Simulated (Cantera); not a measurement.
A Cantera script and what it prints.

```python
import numpy as np
import cantera as ct

gas_names = """
    CL CLF CLF3 CLO CL2 F FO FO2 F2 F2O H HCL HF HOCL HOF HO2 H2 H2F2 H2O H2O2 H3F3 H4F4 H5F5 H6F6 H7F7
    O OH O2 O3 Si SiCL SiCL2 SiCL3 SiCL4 SiF SiF2 SiF3 SiF4 SiH SiHCL3 SiHF3 SiH2 SiH2CL2 SiH2F2 SiH3
    SiH3CL SiH3F SiH4 SiO SiO2 Si2 Si3
""".split()
cond_names = """
    H2O(s) H2O(L) Si(cr) Si(L) SiO2(Lqz) SiO2(hqz) SiO2(L)
""".split()


def load(file, names, dense=False):
    # The tables refer to 1 bar. Condensed volumes are neglected.
    table = {s.name: s for s in ct.Species.list_from_file(file)}
    out = []
    for n in names:
        d = dict(table[n].input_data)
        d["thermo"] = dict(d["thermo"], **{"reference-pressure": 1e5})
        if dense:
            d["equation-of-state"] = {"model": "constant-volume", "density": "1e6 g/cm^3"}
        out.append(ct.Species.from_dict(d))
    return out


gas = ct.Solution(thermo="ideal-gas", species=load("nasa_gas.yaml", gas_names))
cond = {s.name: ct.Solution(thermo="fixed-stoichiometry", species=[s], name=s.name)
        for s in load("nasa_condensed.yaml", cond_names, dense=True)}
atoms = {
    'SiO2': {'Si': 1, 'O': 2},
    'SiCl4': {'Si': 1, 'CL': 4},
    'O2': {'O': 2},
    'HF': {'H': 1, 'F': 1},
}
top_T = {}  # K; cautious upper limits of use, not melting points


def equilibrate(T, P, feed):
    n = {}
    for name, mol in feed.items():
        for a, k in atoms[name].items():
            n[a] = n.get(a, 0.0) + k * mol
    gas.TPX = T, P, n
    mass = sum(n.values()) * gas.mean_molecular_weight
    gas.equilibrate("TP")
    valid = [c for c in cond.values() if c.min_temp <= T <= top_T.get(c.name, c.max_temp)]
    mix = ct.Mixture([(gas, mass / gas.mean_molecular_weight)] + [(c, 0.0) for c in valid])
    mix.T, mix.P = T, P
    mix.equilibrate("TP", solver="vcs", rtol=1e-11, max_steps=5000)
    return mix


results = []
T = 1748.15  # K
P = 65000  # Pa
for m in [1.7, 2.7, 4.3, 6.9, 11, 18, 28]:
    feed = {'SiO2': 1, 'SiCl4': 0.64, 'O2': 7.7, 'HF': m}  # mol
    mix = equilibrate(T, P, feed)
    results.append((T, P, feed, dict(zip(mix.species_names, mix.species_moles))))

top = {s: max(r[3][s] / sum(r[3][g] for g in gas_names) for r in results) for s in gas_names}
cols = sorted((s for s in top if top[s] > 0.0001), key=lambda s: -top[s])[:9]
seen = [c for c in cond_names if any(r[3].get(c, 0) > 1e-12 for r in results)]
print("log10 of partial pressures in bar; condensed amounts in mol")
print(f"{'n(HF)':>10s}" + "".join(f"{s[:9]:>10s}" for s in cols + seen))
for T, P, feed, n in results:
    ng = sum(n[g] for g in gas_names)
    print(f"{feed['HF']:10.4g}" + "".join(f"{np.log10(max(n[s] / ng * P / 1e5, 1e-99)):10.3f}" for s in cols)
          + "".join(f"{n.get(c, 0):10.4g}" for c in seen))
```

Output:

```
log10 of partial pressures in bar; condensed amounts in mol
     n(HF)        O2        HF       HCL       H2O      SiF4        CL       CL2       CLO        OH   SiO2(L)
       1.7    -0.338    -1.401    -1.196    -2.806    -1.776    -1.388    -1.557    -3.285    -4.120     1.373
       2.7    -0.370    -1.173    -1.094    -2.412    -1.656    -1.492    -1.765    -3.406    -3.930     1.257
       4.3    -0.418    -0.960    -1.044    -2.031    -1.564    -1.644    -2.070    -3.582    -3.752     1.104
       6.9    -0.489    -0.777    -1.055    -1.700    -1.494    -1.839    -2.459    -3.812    -3.604    0.8915
        11    -0.583    -0.638    -1.119    -1.452    -1.435    -2.049    -2.880    -4.069    -3.504     0.568
        18    -0.709    -0.532    -1.227    -1.269    -1.379    -2.280    -3.342    -4.363    -3.444   0.00608
        28    -0.853    -0.405    -1.373    -1.410    -1.521    -2.392    -3.565    -4.547    -3.550         0
```

Cantera equilibrium calculation (NASA polynomials, part measured and part estimated; ideal gas, pure solids and liquids). The tables hold silica as quartz up to 1696 K and as liquid above; real silica turns to tridymite and cristobalite and melts near 1996 K. Gases not in the tables: Si(OH)4.
